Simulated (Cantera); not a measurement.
Input: 1 mol SiCl₄, 0.19 mol C₂H₄, 14 mol H₂, 0.058 mol C₃H₈, held at 1875 °C and 33.8 Torr.

Equilibrium computed with Cantera from the NASA thermochemical tables; the gas is ideal and each condensed phase is pure. The tables' values for SiCl, SiCl₃ are old estimates; treat these amounts as uncertain. Gases not in the tables: Si₂H₆ and higher silanes. Rates play no part.

```csv
species,before,after
H₂,0.768,0.697
HCl,0.185,0.177
H,0.0172,0.0705
Si,0.00131,0.0136
Cl,0.00304,0.0128
SiCl₂,0.0243,0.0162
C₄H₂,1.54e-8,1.01e-5
C₂H,1.15e-7,2.55e-5
SiC₂,1.20e-5,0.00214
C₂HCl,2.43e-7,1.06e-5
Si₂C,6.41e-5,0.00159
C₂H₂ (acetylene),0.000171,0.00413
"SiC(s), mol",0.547,0.302
```
Gas species are given as mole fractions.

**Question.** Which change was made?
(A) pressure from 33.8 Torr to 90.0 Torr
(B) temperature from 1875 °C to 2152 °C
(C) SiCl₄ replaced by SiHCl₃
(D) temperature from 1875 °C to 1650 °C

**Answer.** B, temperature from 1875 °C to 2152 °C
